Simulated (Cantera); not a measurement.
Input (Python, Cantera):

```python
import numpy as np
import cantera as ct

gas = ct.Solution("gri30.yaml")
gas.TPX = 1675, 2500000, {'CH4': 1, 'CO2': 0.52, 'H2': 0.55}
inlet = ct.Reservoir(gas, clone=True)

reactor = ct.IdealGasConstPressureReactor(gas, energy="off", clone=False)
exhaust = ct.Reservoir(gas, clone=True)
tau = [22, 6, 1.7, 0.46, 0.13, 0.035, 0.0097, 0.0027][0]
for a, b in ((inlet, reactor), (reactor, exhaust)):
    ct.MassFlowController(a, b, mdot=lambda t: reactor.mass / tau)
net = ct.ReactorNet([reactor])
show = ['CH4', 'CO2', 'H2', 'CH2', 'H2O2']

rows = []
print(f"{'tau/s':>10s}{'T/K':>9s}" + "".join(f"{s:>11s}" for s in show))
for tau in [22, 6, 1.7, 0.46, 0.13, 0.035, 0.0097, 0.0027]:
    net.initial_time = 0.0
    net.advance(30 * tau)
    before = gas.X
    net.advance(40 * tau)
    drift = np.max(np.abs(gas.X - before) / (gas.X + 1e-9))
    rows.append([gas.T, *gas[show].X, drift])
    print(f"{tau:10.3e}{gas.T:9.1f}" + "".join(f"{x:11.3e}" for x in gas[show].X))
```

It prints:

```
     tau/s      T/K        CH4        CO2         H2        CH2       H2O2
 2.200e+01   1675.0  1.346e-01  1.747e-03  5.181e-01  2.915e-09  1.295e-15
 6.000e+00   1675.0  1.467e-01  4.699e-03  4.945e-01  3.391e-09  9.459e-15
 1.700e+00   1675.0  1.639e-01  1.002e-02  4.570e-01  4.292e-09  4.373e-14
 4.600e-01   1675.0  1.813e-01  1.821e-02  4.102e-01  5.814e-09  1.440e-13
 1.300e-01   1675.0  1.942e-01  2.923e-02  3.685e-01  7.796e-09  3.145e-13
 3.500e-02   1675.0  2.121e-01  5.014e-02  3.398e-01  9.488e-09  4.377e-13
 9.700e-03   1675.0  2.575e-01  9.810e-02  3.288e-01  9.342e-09  3.030e-13
 2.700e-03   1675.0  3.425e-01  1.727e-01  3.182e-01  8.213e-09  9.497e-14
```

Detailed kinetics in Cantera: GRI-Mech 3.0 (53 species, 325 reactions). GRI-Mech 3.0 stops at C3 and has no aromatics, soot or wall deposition, so with more carbon than oxygen in the feed, carbon stays in small species such as C2H2 where larger ones or solid carbon would form. The pressure lies above the range GRI-Mech 3.0 was tuned for (to about 10 atm).
